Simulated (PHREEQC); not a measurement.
Dissolve 0.12 mol/kgw H2SO4, 0.0079 mol/kgw ZnSO4 and 0.00023 mol/kgw MgSO4 at 90 °C. Closed to the air; pH follows from the charge balance.

Computed with PHREEQC (ion-association model, phreeqc.dat).

Question: The ionic strength comes out as 0.146 mol/kgw. What activity coefficients do Mg+2, Zn+2, HSO4-, Zn(SO4)2-2, H+ get?

Answer: Mg+2 0.32, Zn+2 0.29, HSO4- 0.73, Zn(SO4)2-2 0.29, H+ 0.79.

Precipitation was switched off in this run. Constants without temperature data keep their 25 °C values here.
